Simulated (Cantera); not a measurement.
Charge: 1 mol B₂O₃, 3.2 mol H₂O, at 0.930 bar.

Method: chemical equilibrium by Gibbs-energy minimisation in Cantera with the NASA 1993 tables (ideal gas, pure condensed phases). Candidate condensed phases: B, B₂O₃, B₃O₃H₃, H₂O; 23 gas species. Gases not in the tables: H₃BO₃. Equilibrium is a limit: real reactors are often held back by kinetics, nucleation or transport.

At 1550 K, list the 4 most abundant gas species with their mole fractions, and the condensed phases.

H₂O 0.958, HBO₂ 0.0377, (HBO₂)₃ 0.00370, H₂ 0.000306. Condensed: B₂O₃(l).
